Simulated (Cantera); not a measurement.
Feed: 1 mol borazine, 110 mol H2, 0.17 mol O2, equilibrated at 2100 °C and 10.0 mbar.

Method: chemical equilibrium by Gibbs-energy minimisation in Cantera with the NASA 1993 tables (ideal gas, pure condensed phases). The feed counts by its element totals alone. The tables' values for BH2 are old estimates; treat these amounts as uncertain. Equilibrium is a limit: real reactors are often held back by kinetics, nucleation or transport.

| species | before | after |
|---|---|---|
| H2 | 0.851 | 0.999 |
| N2 | 0.0122 | 0.000921 |
| HBO2 | 7.85e-9 | 0.000217 |
| H | 0.129 | 4.67e-6 |
| B | 0.00240 | <1e-9 |
| BH2 | 0.00234 | <1e-9 |
| BH | 0.000160 | <1e-9 |
| BO | 0.00167 | 1.83e-8 |
| B2O | 5.24e-5 | <1e-9 |
| BN | 1.27e-5 | <1e-9 |
| B(l), mol | 2.05 | 0 |
| BN(s), mol | 0 | 2.79 |
| B2O3(l), mol | 0 | 0.0859 |
Gas species are given as mole fractions.

**Question.** Name the change that produced these shifts.
A) temperature from 2100 °C to 1427 °C
B) temperature from 2100 °C to 1900 °C
C) temperature from 2100 °C to 1527 °C
D) temperature from 2100 °C to 975 °C

**Answer.** D, temperature from 2100 °C to 975 °C. Mutual solubility and eutectic melting of coexisting phases are not modelled
